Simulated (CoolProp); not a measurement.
Saturation properties of n-undecane (Tc = 638.8 K, pc = 1.990 MPa, ω = 0.539).

Model: reference Helmholtz-energy equation of state, Aleksandrov 2011, in CoolProp. It is a short technical equation, of lower accuracy than the large ones.

| T (K) | p (MPa) | vapour density (kg/m³) | enthalpy of vaporisation (kJ/kg) | surface tension (mN/m) |
|---|---|---|---|---|
| 381.2 | 0.006220 | 0.3099 | 315.1 | 16.8 |
| 387.1 | 0.007895 | 0.3880 | 312.0 | 16.3 |
| 392.9 | 0.009893 | 0.4800 | 308.8 | 15.8 |
| 398.8 | 0.01234 | 0.5913 | 305.6 | 15.3 |
| 404.6 | 0.01521 | 0.7203 | 302.4 | 14.8 |
| 410.5 | 0.01868 | 0.8743 | 299.2 | 14.3 |
| 416.3 | 0.02269 | 1.051 | 295.9 | 13.8 |
| 422.2 | 0.02747 | 1.259 | 292.6 | 13.3 |
| 428 | 0.03294 | 1.494 | 289.4 | 12.9 |

It boils at 468.9 K under 1 atm.

Surface tension comes from a separate correlation (Mulero 2014).
